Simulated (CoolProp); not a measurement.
Vapour-liquid equilibrium of cyclopropane (1) + R134a (2) at 0.584 MPa; x and y are mole fractions of (1).

Values from CoolProp's multi-fluid Helmholtz-energy mixture model, Polt 1992 and Tillner-Roth 1994; pair parameters Bell 2016. This equation is an older, rougher fit; its heat capacities, sound speeds and derivatives of the liquid may be far off and weren't checked against measurements.

| x | bubble temperature (°C) | y at the bubble point | dew temperature at overall composition x (°C) | liquid density (mol/L) |
|---|---|---|---|---|
| 0.05 | 17.6 | 0.122 | 19.5 | 12.15 |
| 0.15 | 13.3 | 0.292 | 16.9 | 12.43 |
| 0.25 | 10.7 | 0.398 | 14.4 | 12.68 |
| 0.35 | 9.3 | 0.469 | 11.9 | 12.92 |
| 0.45 | 8.6 | 0.520 | 9.6 | 13.18 |
| 0.55 | 8.3 | 0.563 | 8.3 | 13.46 |
| 0.65 | 8.4 | 0.605 | 8.9 | 13.78 |
| 0.75 | 9.0 | 0.658 | 10.8 | 14.13 |
| 0.85 | 10.5 | 0.737 | 13.3 | 14.50 |
| 0.95 | 14.0 | 0.879 | 15.9 | 14.85 |

y crosses x between x = 0.55 and 0.65: the model has an azeotrope there.

The pair parameters rest on a limited set of measurements; away from them the model extrapolates.
